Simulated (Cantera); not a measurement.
Cantera run, input and output.

```python
import numpy as np
import cantera as ct

gas = ct.Solution("gri30.yaml")
gas.TPX = 1750, 33000, {'NO': 1, 'N2': 14}
reactor = ct.IdealGasConstPressureReactor(gas, energy="off", clone=False)
net = ct.ReactorNet([reactor])
net.rtol, net.atol = 1e-08, 1e-18
show = ['NO', 'O', 'O2', 'N2', 'N2O', 'NO2']
times = np.geomspace(2e-06, 80, 13)

steps = ct.SolutionArray(gas, extra=["t"])
rows = []
print(f"{'t/s':>10s}{'T/K':>9s}{'P/Pa':>11s}" + "".join(f"{s:>11s}" for s in show))
for t in times:
    while net.time < t:
        t_next = net.step()
        steps.append(gas.state, t=t_next)
    rows.append([np.interp(t, steps.t, y) for y in (steps.T, steps.P, *steps(*show).X.T)])
    print(f"{t:10.3e}{rows[-1][0]:9.1f}{rows[-1][1]:11.4g}" + "".join(f"{x:11.3e}" for x in rows[-1][2:]))
rate = np.gradient(steps.T, steps.t)
print("integrator steps:", len(steps.t))
if steps.T.max() > steps.T[0] + 200:
    print(f"time of steepest temperature rise: {steps.t[rate.argmax()]:.4e} s")
gas.TPX = 1750, 33000, {'NO': 1, 'N2': 14}
gas.equilibrate("TP")
print(f"equilibrium (TP): T = {gas.T:.1f} K  " + "  ".join(f"{s} {gas[s].X[0]:.3e}" for s in show))
```

Output:

```
       t/s      T/K       P/Pa         NO          O         O2         N2        N2O        NO2
 2.000e-06   1750.0    3.3e+04  6.667e-02  4.278e-10  3.592e-15  9.333e-01  4.281e-10  4.159e-13
 8.601e-06   1750.0    3.3e+04  6.667e-02  1.834e-09  6.630e-14  9.333e-01  1.840e-09  7.668e-12
 3.699e-05   1750.0    3.3e+04  6.667e-02  7.795e-09  1.220e-12  9.333e-01  7.900e-09  1.404e-10
 1.591e-04   1750.0    3.3e+04  6.667e-02  3.192e-08  2.184e-11  9.333e-01  3.372e-08  2.453e-09
 6.840e-04   1750.0    3.3e+04  6.667e-02  1.158e-07  3.649e-10  9.333e-01  1.406e-07  3.645e-08
 2.941e-03   1750.0    3.3e+04  6.667e-02  3.719e-07  6.212e-09  9.333e-01  5.305e-07  3.545e-07
 1.265e-02   1750.0    3.3e+04  6.666e-02  1.508e-06  2.105e-07  9.333e-01  1.392e-06  2.255e-06
 5.440e-02   1750.0    3.3e+04  6.664e-02  3.578e-06  7.071e-06  9.333e-01  1.774e-06  5.966e-06
 2.339e-01   1750.0    3.3e+04  6.655e-02  3.773e-06  5.064e-05  9.334e-01  1.771e-06  6.311e-06
 1.006e+00   1750.0    3.3e+04  6.617e-02  4.180e-06  2.390e-04  9.336e-01  1.751e-06  6.997e-06
 4.326e+00   1750.0    3.3e+04  6.454e-02  5.602e-06  1.052e-03  9.344e-01  1.665e-06  9.281e-06
 1.860e+01   1750.0    3.3e+04  5.774e-02  9.423e-06  4.442e-03  9.378e-01  1.335e-06  1.423e-05
 8.000e+01   1750.0    3.3e+04  3.596e-02  1.648e-05  1.533e-02  9.487e-01  5.409e-07  1.570e-05
integrator steps: 620
equilibrium (TP): T = 1750.0 K  NO 1.528e-03  O 2.364e-05  O2 3.256e-02  N2 9.659e-01  N2O 5.628e-08  NO2 9.637e-07
```

Cantera simulation using GRI-Mech 3.0 (53 species, 325 reactions); the numbers are that mechanism's predictions, not measurements.
